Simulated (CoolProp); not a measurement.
The fluid at 298.15 K and 5.74 MPa flows at 0.65 m/s in a round tube of 50 mm bore and 1.5 µm roughness, fully developed (64/Re and Nu = 3.66 if laminar; Colebrook and Gnielinski if turbulent). The same conditions are run with several fluids, on thermodynamics alone (safety and materials aside).

Model: reference Helmholtz-energy equation of state of each fluid (C2F6 (R116): Lemmon 2006; nitrogen: Span 2000; normal hydrogen: Leachman 2009; CF4 (R14): Platzer 1990; dry air: Lemmon 2000), in CoolProp. The equations of Platzer and Polt are older, rougher fits. Blends and air are pseudo-pure fits.

| fluid | Reynolds number | Darcy friction factor | pressure drop (Pa/m) | heat-transfer coefficient (W/(m² K)) | mass flow (kg/h) |
|---|---|---|---|---|---|
| C2F6 (R116) | 389000 | … | 61.7 | … | 4750 |
| nitrogen | 112000 | 0.0177 | 4.88 | 118 | 299 |
| normal hydrogen | 16400 | 0.0273 | 0.520 | 164 | 20.7 |
| CF4 (R14) | 370000 | 0.0143 | 15.4 | 267 | 1180 |
| dry air | 113000 | 0.0177 | … | … | 311 |

Task: Complete the blanks.

Result: 
- C2F6 (R116), Darcy friction factor: 0.0141
- C2F6 (R116), heat-transfer coefficient (W/(m² K)): 1070
- dry air, pressure drop (Pa/m): 5.07
- dry air, heat-transfer coefficient (W/(m² K)): 119

Transport values come from each fluid's own correlations; those of C2F6 (R116), CF4 (R14) are estimates that may be off by 10 % or more.
